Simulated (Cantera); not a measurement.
A perfectly stirred reactor is fed with C2H6 : N2 = 0.55 : 3.3 (molar parts), at 1.30 bar; it is held at 1375 K, and followed from long to short residence time.

Model: GRI-Mech 3.0 (53 species, 325 reactions), integrated in Cantera. GRI-Mech 3.0 stops at C3 and has no aromatics, soot or wall deposition, so with more carbon than oxygen in the feed, carbon stays in small species such as C2H2 where larger ones or solid carbon would form.

Task: Predict: x(C2H6) at τ = 13.0 s; x(C2H2) at τ = 13.0 s; x(CH4) at τ = 13.0 s; x(H) at τ = 13.0 s; x(C2H6) at τ = 56.0 ms; x(C2H2) at τ = 56.0 ms; x(CH4) at τ = 56.0 ms; x(H) at τ = 56.0 ms.

Result: x(C2H6) at τ = 13.0 s: 0.000127
x(C2H2) at τ = 13.0 s: 0.0752
x(CH4) at τ = 13.0 s: 0.0573
x(H) at τ = 13.0 s: 1.65e-6
x(C2H6) at τ = 56.0 ms: 0.00283
x(C2H2) at τ = 56.0 ms: 0.0662
x(CH4) at τ = 56.0 ms: 0.0336
x(H) at τ = 56.0 ms: 1.04e-5
